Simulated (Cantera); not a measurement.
A closed system holds: 1 mol Al, 0.41 mol I2, 0.046 mol N2, 0.00092 mol H2O, at 1.10 bar.

Method: chemical equilibrium by Gibbs-energy minimisation in Cantera with the NASA 1993 tables (ideal gas, pure condensed phases). Candidate condensed phases: Al, AlI3, AlN, Al2O3, H2O, I2; 41 gas species. Mutual solubility and eutectic melting of coexisting phases are not modelled. The numbers say what is thermodynamically allowed, not how fast it happens.

x: gas mole fraction; n: condensed amount in mol.

| T (°C) | x AlI3 | x AlI | x H2 | x Al2I6 | x I | x HI | n Al(l) | n AlN(s) | n Al2O3(s) |
|---|---|---|---|---|---|---|---|---|---|
| 850 | 0.905 | 0.0886 | 0.00313 | 0.00282 | [?] | 6.78e-5 | 0.617 | 0.0920 | 0.000307 |
| 900 | 0.847 | 0.148 | 0.00298 | 0.00165 | [?] | 9.91e-5 | 0.604 | 0.0920 | 0.000307 |
| 950 | 0.763 | 0.233 | 0.00277 | 0.000926 | [?] | 0.000137 | 0.584 | 0.0920 | 0.000307 |
| 1000 | 0.650 | 0.346 | 0.00249 | 0.000481 | [?] | 0.000177 | 0.552 | 0.0920 | 0.000307 |
| 1050 | 0.513 | 0.484 | 0.00217 | 0.000220 | [?] | 0.000213 | 0.504 | 0.0920 | 0.000307 |
| 1100 | 0.365 | 0.632 | 0.00182 | 8.41e-5 | [?] | 0.000238 | 0.434 | 0.0920 | 0.000307 |
| 1150 | 0.228 | 0.769 | 0.00151 | 2.53e-5 | [?] | 0.000247 | 0.345 | 0.0920 | 0.000306 |
| 1200 | 0.124 | 0.872 | 0.00128 | 5.94e-6 | [?] | 0.000243 | 0.252 | 0.0920 | 0.000306 |

**Question.** Fill in the missing entries.

**Answer.** 
- 850, x I: 3.59e-5
- 900, x I: 7.91e-5
- 950, x I: 0.000161
- 1000, x I: 0.000304
- 1050, x I: 0.000530
- 1100, x I: 0.000854
- 1150, x I: 0.00127
- 1200, x I: 0.00173
